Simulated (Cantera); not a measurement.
An isothermal plug-flow reactor at 725 K and 0.849 atm (inlet), inlet velocity 3.5 m/s, active area per volume 140 1/m; feed 0.304 % H2, 2.03 % O2, 89.1 % N2, 8.57 % H2O, equivalence ratio 0.075.

Detailed kinetics in Cantera: Deutschmann's 1995 Pt surface mechanism with GRI-Mech 3.0 gas chemistry. Catalytic surfaces can have several steady states; this one follows from the mechanism file's or the stated starting coverage. Mass transfer to the wall is taken as infinitely fast.

Q: Predict: x(H2) at z = 0.067 m; x(O2) at z = 0.067 m; x(H2O) at z = 0.067 m; θ(free Pt) at the exit; θ(O*) at the exit; θ(OH*) at the exit.

A: 
| Item | Value |
|---|---|
| x(H2) at z = 0.067 m | 4.35e-5 |
| x(O2) at z = 0.067 m | 0.0188 |
| x(H2O) at z = 0.067 m | 0.0888 |
| θ(free Pt) at the exit | 0.0282 |
| θ(O*) at the exit | 0.964 |
| θ(OH*) at the exit | 0.00755 |
